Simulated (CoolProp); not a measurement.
Vapour-liquid equilibrium of R227EA (1) + isobutane (2) at 0.347 MPa; x and y are mole fractions of (1).

The numbers come from the multi-fluid Helmholtz-energy mixture model, Lemmon 2016 and Bücker 2006; pair parameters Bell 2016 in CoolProp.

| x | bubble temperature (K) | y at the bubble point | dew temperature at overall composition x (K) | liquid density (mol/L) |
|---|---|---|---|---|
| 0.05 | (withheld) | 0.175 | 296.3 | 9.474 |
| 0.125 | 287.6 | 0.322 | 294.0 | 9.403 |
| 0.2 | (withheld) | 0.403 | (withheld) | 9.300 |
| 0.275 | 283.7 | 0.454 | (withheld) | 9.186 |
| 0.35 | 282.9 | 0.489 | 286.8 | 9.073 |
| 0.425 | 282.5 | (withheld) | (withheld) | 8.968 |
| 0.5 | 282.2 | 0.542 | 282.7 | 8.873 |
| 0.575 | 282.2 | 0.569 | 282.2 | (withheld) |
| 0.65 | 282.3 | 0.601 | 282.8 | 8.713 |
| 0.725 | 282.7 | 0.642 | 284.0 | 8.645 |
| 0.8 | 283.5 | 0.697 | 285.4 | 8.580 |
| 0.875 | 284.9 | 0.776 | 287.0 | 8.512 |
| 0.95 | 287.3 | 0.892 | (withheld) | 8.432 |

### Question
What belongs in the gaps?

### Answer

- 0.05, bubble temperature (K): 292.4
- 0.2, bubble temperature (K): 285.1
- 0.2, dew temperature at overall composition x (K): 291.6
- 0.275, dew temperature at overall composition x (K): 289.2
- 0.425, y at the bubble point: 0.517
- 0.425, dew temperature at overall composition x (K): 284.5
- 0.575, liquid density (mol/L): 8.788
- 0.95, dew temperature at overall composition x (K): 288.5

y crosses x between x = 0.5 and 0.575: the model has an azeotrope there.

Pair parameters are fitted to limited data, so mixtures are less certain than the pure fluids.
